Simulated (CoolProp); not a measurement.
Vapour-liquid equilibrium of R1234ze(E) (1) + R227EA (2) at 37.45 °C; x and y are mole fractions of (1).

Computed with CoolProp (multi-fluid Helmholtz-energy mixture model, Thol 2016 and Lemmon 2016; pair parameters Bell 2023).

Give the bubble pressure and the first vapour's composition at x = 0.35, 0.575, 0.875. Is there an azeotrope?

x = 0.35: 0.6877 MPa, y = 0.371; x = 0.575: 0.7028 MPa, y = 0.591; x = 0.875: 0.7137 MPa, y = 0.877. No azeotrope shows between x = 0.05 and 0.95.

The pair parameters rest on a limited set of measurements; away from them the model extrapolates.
